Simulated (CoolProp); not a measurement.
A single-stage vapour-compression cycle with R123: evaporating at 326.15 K (dew point), condensing at 370.15 K (bubble point), superheat 10 K, subcooling 8 K, compressor efficiency 0.85, no pressure losses. Each further row changes one setting.

Model: reference Helmholtz-energy equation of state, Younglove 1994, in CoolProp. It is a modified Benedict-Webb-Rubin equation, recast in Helmholtz form.

```csv
case,cooling COP,pressure ratio,discharge temperature (K),refrigerating effect (kJ/kg),volumetric capacity (kJ/m³)
as stated,5.50,3.15,376.8,127,1740
evaporating temperature 331.15 K,6.45,2.72,377.0,131,?
condensing temperature 365.15 K,6.38,2.81,372.4,133,1820
subcooling 13 K,5.74,3.15,376.8,133,1820
superheat 20 K,?,3.15,386.8,135,?
compressor efficiency 0.75,4.86,3.15,?,127,1740
```

Problem. What belongs in the gaps?

Solution. 
- evaporating temperature 331.15 K, volumetric capacity (kJ/m³): 2050
- superheat 20 K, cooling COP: 5.60
- superheat 20 K, volumetric capacity (kJ/m³): 1780
- compressor efficiency 0.75, discharge temperature (K): 380.4
